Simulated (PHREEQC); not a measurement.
Solution (25 °C): 0.021 mol NH4Cl, 0.011 mol Na2SO4, 0.48 mol KCl and 0.03 mol CO2 per kg of water. Closed to the air; pH follows from the charge balance.

The numbers come from PHREEQC with the ion-association model, phreeqc.dat.

```json
{
  "pH": "3.92",
  "ionic_strength": "0.525 mol/kgw",
  "activity_of_water": "0.982",
  "specific_conductance": "54200 µS/cm",
  "density": "1.021 g/cm³"
}
```

```
species  molality  activity   log γ
-------  --------  --------  ------
Cl-         0.501     0.324  -0.189
K+          0.476     0.305  -0.194
CO2        0.0298    0.0336   0.053
Na+        0.0219    0.0157  -0.144
NH4+       0.0207    0.0121  -0.232
SO4-2     0.00649   0.00131  -0.696
KSO4-     0.00406   0.00280  -0.162
NH4SO4-  0.000279  0.000205  -0.134
```

Precipitation was switched off in this run. Carbamate, which ammonia and carbonate form, is missing from the database.
